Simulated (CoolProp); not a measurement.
Saturation properties of methane.

The numbers come from the reference Helmholtz-energy equation of state, Setzmann 1991 in CoolProp.

```
T (K)  p (kPa)  liquid density (kg/m³)  vapour Z  surface tension (mN/m)  liquid viscosity (µPa s)  vapour viscosity (µPa s)
-----  -------  ----------------------  --------  ----------------------  ------------------------  ------------------------
147.1    909.8                   363.6    0.8353                    6.29                      60.3                      5.74
150.2     1049                     [?]    0.8182                    5.75                      57.2                      5.90
153.4     1209                     [?]    0.7994                    5.20                      54.1                      6.07
156.5     1380                   344.2    0.7799                    4.68                      51.2                      6.25
159.7     1573                   337.0    0.7585                    4.15                      48.4                       [?]
162.8     1778                   329.6       [?]                    3.64                      45.7                      6.68
166       2010                   321.5    0.7117                    3.13                      42.9                      6.93
169.1     2254                   313.1    0.6859                    2.65                      40.3                       [?]
172.3      [?]                   303.6    0.6570                    2.18                      37.7                      7.55
```

### Question
Fill in the missing entries.

### Answer

- 150.2, liquid density (kg/m³): 357.5
- 153.4, liquid density (kg/m³): 350.9
- 159.7, vapour viscosity (µPa s): 6.46
- 162.8, vapour Z: 0.7363
- 169.1, vapour viscosity (µPa s): 7.21
- 172.3, p (kPa): 2527

It boils at 111.7 K under 1 atm.

Viscosity comes from a separate model (Quiñones-Cisneros 2006). Surface tension comes from a separate correlation (Mulero 2012).
